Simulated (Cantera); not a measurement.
Charge: 1 mol MgCO₃, 1.1 mol H₂O, at 1.00 bar.

These are equilibrium values from Cantera (NASA tables, ideal gas, pure condensed phases), not measurements of a reactor. Candidate condensed phases: C, C₆H₆, C₇H₈, C₈H₁₈, H₂O, Mg, MgCO₃, MgO, Mg(OH)₂; 116 gas species. Kinetics and transport are ignored.

x: gas mole fraction; n: condensed amount in mol.

| T (K) | x H₂O | x CO₂ | x CO | x O₂ | n MgCO₃(s) | n MgO(s) |
|---|---|---|---|---|---|---|
| 648 | 0.571 | 0.429 | <1e-12 | 1.92e-12 | 0.172 | 0.828 |
| 748 | 0.524 | 0.476 | [?] | 1.12e-10 | 0 | 1.00 |
| 848 | 0.524 | 0.476 | [?] | 2.72e-9 | 0 | 1.00 |
| 948 | 0.524 | 0.476 | [?] | 3.53e-8 | 0 | 1.00 |
| 1048 | 0.524 | 0.476 | [?] | 2.89e-7 | 0 | 1.00 |
| 1148 | 0.524 | 0.476 | [?] | 1.68e-6 | 0 | 1.00 |
| 1248 | 0.524 | 0.476 | [?] | 7.45e-6 | 0 | 1.00 |
| 1348 | 0.524 | 0.476 | [?] | 2.67e-5 | 0 | 1.00 |
| 1448 | 0.524 | 0.476 | [?] | 8.07e-5 | 0 | 1.00 |
| 1548 | 0.524 | 0.476 | [?] | 0.000212 | 0 | 1.00 |
| 1648 | 0.523 | 0.475 | [?] | 0.000496 | 0 | 1.000 |
| 1748 | 0.522 | 0.474 | [?] | 0.00105 | 0 | 1.000 |
| 1848 | 0.521 | 0.472 | [?] | 0.00205 | 0 | 1.000 |
| 1948 | 0.519 | 0.468 | [?] | 0.00373 | 0 | 1.000 |

Task: Fill in the missing entries.

Result: 
- 748, x CO: 2.86e-11
- 848, x CO: 1.25e-9
- 948, x CO: 2.39e-8
- 1048, x CO: 2.56e-7
- 1148, x CO: 1.78e-6
- 1248, x CO: 9.02e-6
- 1348, x CO: 3.56e-5
- 1448, x CO: 0.000116
- 1548, x CO: 0.000321
- 1648, x CO: 0.000785
- 1748, x CO: 0.00173
- 1848, x CO: 0.00348
- 1948, x CO: 0.00648
